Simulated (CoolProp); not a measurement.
Properties of toluene at several states.

The numbers come from the reference Helmholtz-energy equation of state, Lemmon 2006 in CoolProp. It is a short technical equation, of lower accuracy than the large ones.

| T (K) | p (kPa) | phase | cp (kJ/(kg K)) | speed of sound (m/s) | isothermal compressibility (1/MPa) | Prandtl number |
|---|---|---|---|---|---|---|
| 469.1 | 102 | gas | 1.770 | 207.5 | 10.01 | 0.723 |
| 196.1 | 17700 | liquid | 1.474 | 1848 | 0.0004284 | 68.4 |
| 449.4 | 2600 | liquid | 2.253 | 736.9 | 0.003360 | 3.96 |
| 410.7 | 75.1 | gas | 1.576 | 194.3 | 13.64 | 0.730 |
| 343 | 42.3 | liquid | 1.853 | 1118 | 0.001291 | 5.44 |
| 595.3 | 327 | gas | 2.139 | 230.6 | 3.151 | 0.718 |

Viscosity comes from a separate model (Avgeri 2015). Thermal conductivity comes from a separate model (Assael 2012).
